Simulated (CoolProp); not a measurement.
Vapour-liquid equilibrium of isohexane (1) + benzene (2) at 994 kPa; x and y are mole fractions of (1).

Computed with CoolProp (multi-fluid Helmholtz-energy mixture model, Lemmon 2006 and Thol 2012; pair parameters Bell 2016).

Q: Give the bubble temperature and the first vapour's composition at x = 0.05, 0.55, 0.95. Is there an azeotrope?

A: x = 0.05: 448.4 K, y = 0.088; x = 0.55: 433.5 K, y = 0.615; x = 0.95: 428.7 K, y = 0.955. No azeotrope shows between x = 0.05 and 0.95.

The pair parameters rest on a limited set of measurements; away from them the model extrapolates.
